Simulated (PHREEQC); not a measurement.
## Acid mine or pickling water (model solution)

Model water analysis in mg/kgw, 15 °C, pH 3.48, pe 12.5:

| constituent | mg/kgw |
|---|---|
| Na | 232 |
| K | 103 |
| Ca | 85 |
| Mg | 30.9 |
| Cl | 77.6 |
| S(6) as SO4 | 833 |
| Al | 0.107 |
| Zn | 0.747 |

Na is adjusted to close the charge balance.
Valence states are taken as typed.

The numbers come from PHREEQC with the ion-association model, wateq4f.dat.

This is a speciation only: nothing precipitates in the calculation.

Task: What ionic strength does the model give?

Result: ionic strength 0.0270 mol/kgw.

Task: In which forms is K present?

Result: K+ 98 %, KSO4- 2.3 % of the K.
